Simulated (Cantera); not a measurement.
What does this Cantera script print?

```python
import numpy as np
import cantera as ct

gas = ct.Solution("gri30.yaml")


def delay(T, t_max=10):
    gas.TPX = T, 120000, {'C3H8': 1, 'O2': 3.12, 'N2': 18.8, 'H2': 0.56}
    reactor = ct.IdealGasConstPressureReactor(gas, clone=False)
    net = ct.ReactorNet([reactor])
    net.rtol, net.atol = 1e-8, 1e-16
    while net.time < t_max:
        t_old, T_old = net.time, reactor.T
        net.step()
        if reactor.T > T + 400:  # ignition: a rise of 400 K
            return t_old + (T + 400 - T_old) / (reactor.T - T_old) * (net.time - t_old)
    return np.nan


taus = []
for T in [1000, 1100, 1200, 1300, 1400, 1500]:
    taus.append(delay(T))
    print(f"T0 = {T:6g} K   tau = {taus[-1]:.4e} s")
```

Output:

```
T0 =   1000 K   tau = 1.8483e-01 s
T0 =   1100 K   tau = 3.6233e-02 s
T0 =   1200 K   tau = 5.7112e-03 s
T0 =   1300 K   tau = 1.0573e-03 s
T0 =   1400 K   tau = 2.6883e-04 s
T0 =   1500 K   tau = 9.3998e-05 s
```

Detailed kinetics in Cantera: GRI-Mech 3.0 (53 species, 325 reactions). GRI-Mech 3.0 was tuned for natural gas; its chemistry of propane as a main component is partial and can be far from experiment.
